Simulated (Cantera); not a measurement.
Input (Python, Cantera) and output of one run.

```python
import numpy as np
import cantera as ct

gas_names = """
    C CH CH2 CH3 CH2OH CH3O CH4 CH3OH CO CO2 COOH C2 C2H CHCO,ketyl C2H2,acetylene C2H2,vinylidene
    CH2CO,ketene C2H3,vinyl CH3CO,acetyl C2H4 C2H4O,ethylen CH3CHO,ethanal CH3COOH (HCOOH)2 C2H5 C2H6
    CH3OCH3 C2H5OH C2O C3 C3H3,propargyl C3H4,allene C3H4,propyne C3H4,cyclo- C3H5,allyl C3H6,propylene
    C3H6,cyclo- C3H6O C3H7,n-propyl C3H7,i-propyl C3H8 C3H8O,1propanol C3H8O,2propanol C3O2 C4 C4H2
    C4H4,1,3-cyclo- C4H6,butadiene C4H6,2-butyne C4H6,cyclo- C4H8,1-butene C4H8,cis2-buten
    C4H8,tr2-butene C4H8,isobutene C4H8,cyclo- (CH3COOH)2 C4H9,n-butyl C4H9,i-butyl C4H9,s-butyl
    C4H9,t-butyl C4H10,isobutane C4H10,n-butane C5 C5H6,1,3cyclo- C5H8,cyclo- C5H10,1-pentene
    C5H10,cyclo- C5H11,pentyl C5H11,t-pentyl C5H12,n-pentane C5H12,i-pentane CH3C(CH3)2CH3 C6H2
    C6H5,phenyl C6H5O,phenoxy C6H6 C6H5OH,phenol C6H10,cyclo- C6H12,1-hexene C6H12,cyclo- C6H13,n-hexyl
    C7H7,benzyl C7H8 C7H8O,cresol C7H14,1-heptene C7H15,n-heptyl C7H16,n-heptane C8H8,styrene
    C8H10,ethylbenz C8H16,1-octene C8H17,n-octyl C8H18,isooctane C8H18,n-octane C9H19,n-nonyl
    C10H8,naphthale C10H21,n-decyl C12H9,o-bipheny C12H10,bipheny Fe FeC5O5 FeO Fe(OH)2 H HCO HO2 H2
    HCHO,formaldehy HCOOH H2O H2O2 O OH O2 O3
""".split()
cond_names = """
    C(gr) C6H6(L) C7H8(L) C8H18(L),n-octa Fe(a) Fe(c) Fe(d) Fe(L) FeC5O5(L) FeO(s) FeO(L) Fe(OH)2(s)
    Fe(OH)3(s) Fe2O3(s) Fe3O4(s) H2O(s) H2O(L)
""".split()


def load(file, names, dense=False):
    # The tables refer to 1 bar. Condensed volumes are neglected.
    table = {s.name: s for s in ct.Species.list_from_file(file)}
    out = []
    for n in names:
        d = dict(table[n].input_data)
        d["thermo"] = dict(d["thermo"], **{"reference-pressure": 1e5})
        if dense:
            d["equation-of-state"] = {"model": "constant-volume", "density": "1e6 g/cm^3"}
        out.append(ct.Species.from_dict(d))
    return out


gas = ct.Solution(thermo="ideal-gas", species=load("nasa_gas.yaml", gas_names))
cond = {s.name: ct.Solution(thermo="fixed-stoichiometry", species=[s], name=s.name)
        for s in load("nasa_condensed.yaml", cond_names, dense=True)}
atoms = {
    'Fe2O3': {'Fe': 2, 'O': 3},
    'CH4': {'C': 1, 'H': 4},
    'H2': {'H': 2},
}
top_T = {'C(gr)': 4500, 'Fe2O3(s)': 1830, 'Fe3O4(s)': 1870}  # K; cautious upper limits of use, not melting points


def equilibrate(T, P, feed):
    n = {}
    for name, mol in feed.items():
        for a, k in atoms[name].items():
            n[a] = n.get(a, 0.0) + k * mol
    gas.TPX = T, P, n
    mass = sum(n.values()) * gas.mean_molecular_weight
    gas.equilibrate("TP")
    valid = [c for c in cond.values() if c.min_temp <= T <= top_T.get(c.name, c.max_temp)]
    mix = ct.Mixture([(gas, mass / gas.mean_molecular_weight)] + [(c, 0.0) for c in valid])
    mix.T, mix.P = T, P
    mix.equilibrate("TP", solver="vcs", rtol=1e-11, max_steps=5000)
    return mix


results = []
feed = {'Fe2O3': 1, 'CH4': 5.2, 'H2': 1.8}  # mol
T = 1300  # K
for P in [10, 52, 270, 1400, 7200, 37000, 190000, 1000000]:
    mix = equilibrate(T, P, feed)
    results.append((T, P, feed, dict(zip(mix.species_names, mix.species_moles))))

top = {s: max(r[3][s] / sum(r[3][g] for g in gas_names) for r in results) for s in gas_names}
cols = sorted((s for s in top if top[s] > 1e-05), key=lambda s: -top[s])[:5]
seen = [c for c in cond_names if any(r[3].get(c, 0) > 1e-12 for r in results)]
print("log10 of partial pressures in bar; condensed amounts in mol")
print(f"{'P/Pa':>10s}" + "".join(f"{s[:9]:>10s}" for s in cols + seen))
for T, P, feed, n in results:
    ng = sum(n[g] for g in gas_names)
    print(f"{P:10.4g}" + "".join(f"{np.log10(max(n[s] / ng * P / 1e5, 1e-99)):10.3f}" for s in cols)
          + "".join(f"{n.get(c, 0):10.4g}" for c in seen))
```

It prints:

```
log10 of partial pressures in bar; condensed amounts in mol
      P/Pa        H2        CO       CH4       H2O       CO2     C(gr)     Fe(c)
        10    -4.096    -4.705   -10.295   -10.840   -11.696       2.2         2
        52    -3.380    -3.989    -8.863    -9.408   -10.264       2.2         2
       270    -2.664    -3.273    -7.433    -7.978    -8.833       2.2         2
      1400    -1.949    -2.559    -6.003    -6.548    -7.404     2.199         2
      7200    -1.238    -1.847    -4.581    -5.126    -5.981     2.196         2
   3.7e+04    -0.529    -1.137    -3.161    -3.706    -4.560     2.181         2
   1.9e+05     0.177    -0.428    -1.750    -2.291    -3.143     2.106         2
     1e+06     0.874     0.284    -0.356    -0.882    -1.719     1.782         2
```

These are equilibrium values from Cantera (NASA tables, ideal gas, pure condensed phases), not measurements of a reactor. Condensed phases not in the tables: cementite and carbon dissolved in iron.
